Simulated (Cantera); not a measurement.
**Premixed flame**

A freely propagating, adiabatic, planar premixed flame of CH4 : CO : O2 : N2 : H2O = 1 : 0.79 : 1.71 : 6.84 : 1.6 (molar parts), equivalence ratio 1.4, unburnt at 625 K and 2850 Torr; mixture-averaged transport, grid criteria slope 0.08 and curve 0.16, no radiation.

Model: GRI-Mech 3.0 (53 species, 325 reactions), integrated in Cantera. Burning velocities carry a grid error of a few per cent, more on coarse grids.

```tsv
z (mm)	T (K)	u (m/s)	x CH4	x CO	x O2	x NO	x CH2O	x CH3
-0.993	627	0.271	0.0833	0.0659	0.143	<1e-8	7.14e-7	<1e-8
-0.662	636	0.276	0.0824	0.0657	0.141	<1e-8	7.51e-6	<1e-8
-0.496	663	0.289	0.0804	0.0656	0.139	1.61e-8	3.34e-5	4.46e-8
-0.331	780	0.343	0.0731	0.0663	0.130	1.29e-7	0.000205	9.20e-7
-0.165	1182	0.526	0.0481	0.0717	0.0930	1.62e-6	0.000920	9.77e-5
-0.0827	1516	0.678	0.0262	0.0777	0.0574	3.74e-6	0.000752	0.000610
0	1817	0.812	0.00769	0.0809	0.0220	6.84e-6	0.000234	0.00113
0.0827	1954	0.870	0.00166	0.0768	0.00561	1.14e-5	6.21e-5	0.000504
0.165	1995	0.885	0.000501	0.0723	0.00140	1.52e-5	1.77e-5	0.000167
0.331	2014	0.892	0.000121	0.0686	0.000142	1.92e-5	2.96e-6	3.23e-5
0.662	2021	0.894	3.30e-5	0.0673	9.15e-6	2.22e-5	4.85e-7	5.86e-6
1.32	2024	0.895	1.05e-5	0.0672	2.04e-6	2.45e-5	1.01e-7	1.27e-6
2.65	2025	0.895	2.65e-6	0.0673	1.11e-6	2.65e-5	2.29e-8	2.53e-7
```
x: mole fraction of selected species; z is measured from the peak of heat release.

```json
{
 "laminar_burning_velocity": "26.9 cm/s",
 "thermal_thickness": "0.331 mm",
 "peak x(CH2O)": "0.000972",
 "peak x(CH3)": "0.00115",
 "grid_points": "130"
}
```
